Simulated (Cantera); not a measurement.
What does this Cantera script print?

```python
import numpy as np
import cantera as ct

gas_names = [...]  # 87 gases of nasa_gas.yaml made of C, H, Si
cond_names = """
    C(gr) C6H6(L) C7H8(L) C8H18(L),n-octa Si(cr) Si(L) SiC(b)
""".split()


# ... load() reads the species with a 1 bar reference pressure and builds the phases ...
atoms = {
    'CH3SiH3': {'C': 1, 'H': 6, 'Si': 1},
    'CH4': {'C': 1, 'H': 4},
    'H2': {'H': 2},
}
top_T = {'C(gr)': 4500, 'SiC(b)': 3050}  # K; cautious upper limits of use, not melting points


# ... equilibrate(T, P, feed) seeds the gas with the atoms and calls Mixture.equilibrate('TP', solver="vcs", rtol=1e-11, max_steps=5000) ...
results = []
feed = {'CH3SiH3': 1, 'CH4': 0.51, 'H2': 14}  # mol
P = 100000  # Pa
for T in [1600, 1650, 1700, 1750, 1800, 1850, 1900, 1950, 2000, 2050, 2100]:
    mix = equilibrate(T, P, feed)
    results.append((T, P, feed, dict(zip(mix.species_names, mix.species_moles))))

top = {s: max(r[3][s] / sum(r[3][g] for g in gas_names) for r in results) for s in gas_names}
cols = sorted((s for s in top if top[s] > 1e-05), key=lambda s: -top[s])[:9]
seen = [c for c in cond_names if any(r[3].get(c, 0) > 1e-12 for r in results)]
print("log10 of partial pressures in bar; condensed amounts in mol")
print(f"{'T/K':>10s}" + "".join(f"{s[:9]:>10s}" for s in cols + seen))
for T, P, feed, n in results:
    ng = sum(n[g] for g in gas_names)
    print(f"{T:10.4g}" + "".join(f"{np.log10(max(n[s] / ng * P / 1e5, 1e-99)):10.3f}" for s in cols)
          + "".join(f"{n.get(c, 0):10.4g}" for c in seen))
```

It prints:

```
log10 of partial pressures in bar; condensed amounts in mol
       T/K        H2         H       CH4 C2H2,acet       CH3      SiH2        Si     C(gr)    SiC(b)
      1600    -0.001    -4.265    -2.789    -4.561    -5.744    -7.280    -8.989    0.4796         1
      1650    -0.001    -4.042    -2.878    -4.342    -5.610    -6.969    -8.478    0.4844         1
      1700    -0.001    -3.832    -2.962    -4.135    -5.485    -6.677    -7.997    0.4875         1
      1750    -0.001    -3.634    -3.041    -3.940    -5.366    -6.402    -7.544    0.4893         1
      1800    -0.001    -3.446    -3.115    -3.757    -5.255    -6.143    -7.116    0.4896         1
      1850    -0.001    -3.269    -3.185    -3.583    -5.149    -5.897    -6.712    0.4886         1
      1900    -0.001    -3.101    -3.252    -3.419    -5.050    -5.665    -6.329    0.4859    0.9999
      1950    -0.001    -2.941    -3.315    -3.263    -4.956    -5.445    -5.967    0.4813    0.9999
      2000    -0.001    -2.789    -3.375    -3.116    -4.866    -5.236    -5.622    0.4745    0.9998
      2050    -0.002    -2.645    -3.432    -2.976    -4.782    -5.038    -5.295    0.4649    0.9997
      2100    -0.002    -2.508    -3.486    -2.842    -4.701    -4.849    -4.983    0.4521    0.9994
```

Cantera equilibrium calculation (NASA polynomials, part measured and part estimated; ideal gas, pure solids and liquids). The feed counts by its element totals alone. Gases not in the tables: Si2H6 and higher silanes.
